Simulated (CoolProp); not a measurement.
Vapour-liquid equilibrium of carbon dioxide (1) + ethane (2) at -9.75 °C; x and y are mole fractions of (1).

Values from CoolProp's multi-fluid Helmholtz-energy mixture model, Span 1996 and Bücker 2006; pair parameters Kunz 2012.

### Question
Give the bubble pressure and the first vapour's composition at x = 0.15, 0.65, 0.75. Is there an azeotrope?

### Answer
x = 0.15: 2352 kPa, y = 0.261; x = 0.65: 3062 kPa, y = 0.665; x = 0.75: 3057 kPa, y = 0.730. y crosses x between x = 0.65 and 0.75: the model has an azeotrope there.

The pair parameters rest on a limited set of measurements; away from them the model extrapolates.
